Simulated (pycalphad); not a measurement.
CALPHAD calculation (pycalphad, COST 507 light-alloy database (1999)), 1 atm. The database dates from 1999; later assessments differ in places, in temperatures and in the compounds included. Amounts are mole fractions of atoms.

**Question.** Give the equilibrium state of Ti-7.641Hf-4.425B (wt.%) at 1417 °C.

**Answer.** bcc, fraction 0.645, with 9.6 Hf, 0.04 B wt.%; BM, fraction 0.355, with 1.5 Hf, 18.2 B wt.%.

**Question.** Give the equilibrium state of Ti-7.641Hf-4.425B (wt.%) at 857 °C.

**Answer.** 
```
T = 1130.00 K, P = 101325 Pa, N = 1 mol of atoms
G = -77415 J/mol, H = -5778 J/mol, S = 63.40 J/(mol K)  (SER reference)
chemical potentials (J/mol): Ti -53839, Hf -99608, B -180905
phase             fraction      x(Ti)      x(Hf)       x(B)
HCP_A3              0.6444     0.9705     0.0279     0.0015
BM                  0.3556     0.4980     0.0020     0.5000
```

Database names, with the compositions (at.%) that they take in these runs: BM: Ti 50 B 50. HCP_A3 is hcp.
